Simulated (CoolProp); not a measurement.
Vapour-liquid equilibrium of n-perfluoropentane (1) + n-pentane (2) at 63.55 °C; x and y are mole fractions of (1).

The numbers come from the multi-fluid Helmholtz-energy mixture model, Gao 2022 and Thol 2019; pair parameters Bell 2016 in CoolProp.

Question: Give the bubble pressure and the first vapour's composition at x = 0.05, 0.65, 0.95. Is there an azeotrope?

Answer: x = 0.05: 3.049 bar, y = 0.239; x = 0.65: 4.078 bar, y = 0.576; x = 0.95: 3.322 bar, y = 0.887. y crosses x between x = 0.5 and 0.65: the model has an azeotrope there.

The pair parameters rest on a limited set of measurements; away from them the model extrapolates. With so large a gap from Raoult's law the liquid may split in two, which this calculation doesn't test in full.
